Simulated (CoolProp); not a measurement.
Computed with CoolProp (reference Helmholtz-energy equation of state, Colonna 2008). It is a short technical equation, of lower accuracy than the large ones.

**Question.** For dodecamethylcyclohexasiloxane (D6), give the phase and the Z, cv (kJ/(kg K)), speed of sound (m/s), expansivity (1/kK) at 274.45 °C and 1.17 MPa; 346.85 °C and 1.17 MPa.

**Answer.** 
- 274.45 °C and 1.17 MPa: liquid; Z 0.170, cv 1.87, speed of sound 289, expansivity 2.28
- 346.85 °C and 1.17 MPa: liquid; Z 0.191, cv 1.98, speed of sound 152, expansivity 5.27
